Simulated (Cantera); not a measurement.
A Cantera script and what it prints.

```python
import numpy as np
import cantera as ct

gas_names = """
    H HO2 H2 H2O H2O2 H2S H2SO4 O OH O2 O3 S SH SO SO2 SO3 S2 S2O S8
""".split()
cond_names = """
    H2O(s) H2O(L) H2SO4(L) S(cr1) S(cr2) S(L)
""".split()


# ... load() reads the species with a 1 bar reference pressure and builds the phases ...
atoms = {
    'SO2': {'S': 1, 'O': 2},
    'H2O': {'H': 2, 'O': 1},
}
top_T = {}  # K; cautious upper limits of use, not melting points


# ... equilibrate(T, P, feed) seeds the gas with the atoms and calls Mixture.equilibrate('TP', solver="vcs", rtol=1e-11, max_steps=5000) ...
results = []
feed = {'SO2': 1, 'H2O': 0.16}  # mol
P = 101325  # Pa
for T in [1473, 1573, 1673, 1773, 1873, 1973, 2073, 2173, 2273, 2373, 2473, 2573, 2673, 2773]:
    mix = equilibrate(T, P, feed)
    results.append((T, P, feed, dict(zip(mix.species_names, mix.species_moles))))

top = {s: max(r[3][s] / sum(r[3][g] for g in gas_names) for r in results) for s in gas_names}
cols = sorted((s for s in top if top[s] > 0.001), key=lambda s: -top[s])[:9]
seen = [c for c in cond_names if any(r[3].get(c, 0) > 1e-12 for r in results)]
print("log10 of partial pressures in bar; condensed amounts in mol")
print(f"{'T/K':>10s}" + "".join(f"{s[:9]:>10s}" for s in cols + seen))
for T, P, feed, n in results:
    ng = sum(n[g] for g in gas_names)
    print(f"{T:10.4g}" + "".join(f"{np.log10(max(n[s] / ng * P / 1e5, 1e-99)):10.3f}" for s in cols)
          + "".join(f"{n.get(c, 0):10.4g}" for c in seen))
```

Result:

```
log10 of partial pressures in bar; condensed amounts in mol
       T/K       SO2       H2O        SO        O2        OH        H2         O         H         S
      1473    -0.059    -0.855    -4.173    -5.067    -5.235    -4.204    -8.088    -7.000    -8.529
      1573    -0.059    -0.855    -3.843    -4.366    -4.693    -3.991    -7.164    -6.386    -7.926
      1673    -0.059    -0.855    -3.504    -3.846    -4.240    -3.754    -6.399    -5.820    -7.298
      1773    -0.059    -0.856    -3.174    -3.444    -3.853    -3.513    -5.750    -5.303    -6.681
      1873    -0.060    -0.857    -2.865    -3.114    -3.515    -3.285    -5.183    -4.833    -6.102
      1973    -0.061    -0.859    -2.583    -2.829    -3.214    -3.074    -4.680    -4.407    -5.571
      2073    -0.063    -0.862    -2.325    -2.576    -2.945    -2.882    -4.228    -4.021    -5.085
      2173    -0.065    -0.867    -2.092    -2.350    -2.702    -2.709    -3.819    -3.671    -4.643
      2273    -0.070    -0.874    -1.880    -2.146    -2.483    -2.552    -3.446    -3.351    -4.239
      2373    -0.076    -0.883    -1.687    -1.961    -2.284    -2.410    -3.106    -3.060    -3.870
      2473    -0.085    -0.897    -1.511    -1.793    -2.104    -2.284    -2.794    -2.794    -3.531
      2573    -0.097    -0.916    -1.352    -1.641    -1.942    -2.172    -2.508    -2.550    -3.220
      2673    -0.114    -0.942    -1.209    -1.504    -1.798    -2.075    -2.244    -2.328    -2.934
      2773    -0.136    -0.975    -1.080    -1.381    -1.670    -1.992    -2.002    -2.125    -2.670
```

Cantera equilibrium calculation (NASA polynomials, part measured and part estimated; ideal gas, pure solids and liquids).
